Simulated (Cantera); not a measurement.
Input (Python, Cantera) and output of one run.

```python
import numpy as np
import cantera as ct

gas_names = [...]  # 92 gases of nasa_gas.yaml made of C, H, N
cond_names = """
    C(gr) C6H6(L) C7H8(L) C8H18(L),n-octa
""".split()


# ... load() reads the species with a 1 bar reference pressure and builds the phases ...
atoms = {
    'C3H6': {'C': 3, 'H': 6},
    'NH3': {'N': 1, 'H': 3},
    'H2': {'H': 2},
}
top_T = {'C(gr)': 4500}  # K; cautious upper limits of use, not melting points


# ... equilibrate(T, P, feed) seeds the gas with the atoms and calls Mixture.equilibrate('TP', solver="vcs", rtol=1e-11, max_steps=5000) ...
results = []
feed = {'C3H6': 1, 'NH3': 0.13, 'H2': 0.007}  # mol
P = 133.322  # Pa
for T in [1448, 1548, 1648, 1748, 1848, 1948, 2048]:
    mix = equilibrate(T, P, feed)
    results.append((T, P, feed, dict(zip(mix.species_names, mix.species_moles))))

top = {s: max(r[3][s] / sum(r[3][g] for g in gas_names) for r in results) for s in gas_names}
cols = sorted((s for s in top if top[s] > 0.001), key=lambda s: -top[s])[:6]
seen = [c for c in cond_names if any(r[3].get(c, 0) > 1e-12 for r in results)]
print("log10 of partial pressures in bar; condensed amounts in mol")
print(f"{'T/K':>10s}" + "".join(f"{s[:9]:>10s}" for s in cols + seen))
for T, P, feed, n in results:
    ng = sum(n[g] for g in gas_names)
    print(f"{T:10.4g}" + "".join(f"{np.log10(max(n[s] / ng * P / 1e5, 1e-99)):10.3f}" for s in cols)
          + "".join(f"{n.get(c, 0):10.4g}" for c in seen))
```

Output:

```
log10 of partial pressures in bar; condensed amounts in mol
       T/K        H2         H        N2       HCN     C(gr)
      1448    -2.884    -6.477    -4.578    -6.872         3
      1548    -2.884    -5.954    -4.579    -6.565     2.999
      1648    -2.885    -5.493    -4.581    -6.297     2.998
      1748    -2.887    -5.085    -4.585    -6.061     2.997
      1848    -2.890    -4.721    -4.592    -5.854     2.995
      1948    -2.898    -4.396    -4.602    -5.673     2.991
      2048    -2.911    -4.106    -4.618    -5.516     2.985
```

These are equilibrium values from Cantera (NASA tables, ideal gas, pure condensed phases), not measurements of a reactor.
